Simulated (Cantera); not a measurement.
# B2O3 + SiCl4 + O2 (oxide etching and cleaning by halides)

A closed system holds: 1 mol B2O3, 0.6 mol SiCl4, 0.87 mol O2, held at 780 Pa.

Method: chemical equilibrium by Gibbs-energy minimisation in Cantera with the NASA 1993 tables (ideal gas, pure condensed phases). Candidate condensed phases: B, B2O3, Si, SiO2; 27 gas species. Mutual solubility and eutectic melting of coexisting phases are not modelled. The tables' values for BOCl are old estimates; treat these amounts as uncertain. The tables hold silica as quartz up to 1696 K and as liquid above; real silica turns to tridymite and cristobalite and melts near 1996 K. Condensed phases not in the tables: borates and borosilicate glass, alloys, solid solutions and most ternary compounds. Kinetics and transport are ignored.

| T (K) | x Cl2 | x Cl | x O2 | x B2O3 | x BOCl | x BO2 | x ClO | x BCl3 | n B2O3(l) | n SiO2(β-quartz) |
|---|---|---|---|---|---|---|---|---|---|---|
| 973 | 0.814 | 0.00262 | 0.183 | 1.14e-10 | 1.27e-8 | 1.54e-10 | 6.65e-6 | 2.77e-8 | 1.00 | 0.600 |
| 1023 | 0.811 | 0.00555 | 0.183 | 1.26e-9 | 7.83e-8 | 1.16e-9 | 1.23e-5 | 1.01e-7 | 1.00 | 0.600 |
| 1073 | 0.806 | 0.0109 | 0.183 | 1.11e-8 | 4.05e-7 | 7.19e-9 | 2.13e-5 | 3.26e-7 | 1.000 | 0.600 |
| 1123 | 0.798 | 0.0203 | 0.182 | 7.93e-8 | 1.80e-6 | 3.78e-8 | 3.52e-5 | 9.35e-7 | 1.000 | 0.600 |
| 1173 | 0.784 | 0.0355 | 0.180 | 4.77e-7 | 6.97e-6 | 1.72e-7 | 5.53e-5 | 2.42e-6 | 1.000 | 0.600 |
| 1223 | 0.763 | 0.0591 | 0.178 | 2.47e-6 | 2.40e-5 | 6.87e-7 | 8.31e-5 | 5.71e-6 | 1.000 | 0.600 |
| 1273 | 0.731 | 0.0939 | 0.175 | 1.11e-5 | 7.44e-5 | 2.45e-6 | 0.000119 | 1.23e-5 | 1.000 | 0.600 |
| 1323 | 0.687 | 0.142 | 0.171 | 4.46e-5 | 0.000209 | 7.91e-6 | 0.000165 | 2.43e-5 | 1.000 | 0.600 |
| 1373 | 0.628 | 0.206 | 0.165 | 0.000161 | 0.000537 | 2.33e-5 | 0.000217 | 4.37e-5 | 0.999 | 0.600 |
| 1423 | 0.555 | 0.285 | 0.157 | 0.000526 | 0.00126 | 6.34e-5 | 0.000273 | 7.17e-5 | 0.998 | 0.600 |
| 1473 | 0.469 | 0.377 | 0.149 | 0.00158 | 0.00274 | 0.000160 | 0.000327 | 0.000106 | 0.994 | 0.600 |
| 1523 | 0.377 | 0.473 | 0.140 | 0.00442 | 0.00547 | 0.000379 | 0.000373 | 0.000139 | 0.985 | 0.600 |
| 1573 | 0.283 | 0.563 | 0.131 | 0.0115 | 0.0101 | 0.000845 | 0.000404 | 0.000162 | 0.964 | 0.600 |
| 1623 | 0.198 | 0.633 | 0.121 | 0.0282 | 0.0170 | 0.00179 | 0.000414 | 0.000162 | 0.913 | 0.600 |
x: gas mole fraction; n: condensed amount in mol.

From 973 K to 1623 K the condensed part is B2O3(l) + SiO2(β-quartz). The main B-bearing gas is BCl3 at 973 K and B2O3 at 1623 K.
